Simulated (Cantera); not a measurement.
A closed system holds: 1 mol Al, 0.98 mol Cl2, 12 mol N2, at 973 K and 105 Torr.

These are equilibrium values from Cantera (NASA tables, ideal gas, pure condensed phases), not measurements of a reactor. Candidate condensed phases: Al, AlCl3, AlN; 11 gas species. Equilibrium is a limit: real reactors are often held back by kinetics, nucleation or transport.

Base state: N2 0.948, AlCl3 0.0522, Al2Cl6 5.58e-5 (mole fractions); condensed: AlN(s).

Q: What changes in the equilibrium state with this change: temperature from 973 K to 573.15 K?

A: 
```json
[
 {"species": "N2", "before": "0.948", "after": "0.970"},
 {"species": "Al2Cl6", "before": "5.58e-5", "after": "0.0237"},
 {"species": "AlCl3", "before": "0.0522", "after": "0.00624"},
 {"species": "AlN(s), mol", "before": "0.347", "after": "0.347"}
]
```
